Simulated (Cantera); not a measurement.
An isothermal, constant-pressure homogeneous reactor starts with C₂H₆ : N₂ = 1 : 6.6 (molar parts), at 1175 K and 0.132 atm.

Computed with Cantera and GRI-Mech 3.0 (53 species, 325 reactions). GRI-Mech 3.0 stops at C3 and has no aromatics, soot or wall deposition, so with more carbon than oxygen in the feed, carbon stays in small species such as C2H2 where larger ones or solid carbon would form.

Task: Predict: x(C₂H₆) at 20.0 s; x(H₂) at 20.0 s; x(C₂H₄) at 20.0 s; x(CH₃) at 20.0 s; x(CH₄) at 20.0 s.

Result: 
```
Item                                                  Value
-----------------  ----------------------------------------
x(C₂H₆) at 20.0 s  0.000116 (gas-phase equilibrium 3.02e-5)
x(H₂) at 20.0 s         0.159 (gas-phase equilibrium 0.109)
x(C₂H₄) at 20.0 s     0.0282 (gas-phase equilibrium 0.0101)
x(CH₃) at 20.0 s    1.72e-6 (gas-phase equilibrium 1.37e-6)
x(CH₄) at 20.0 s      0.0204 (gas-phase equilibrium 0.0707)
```
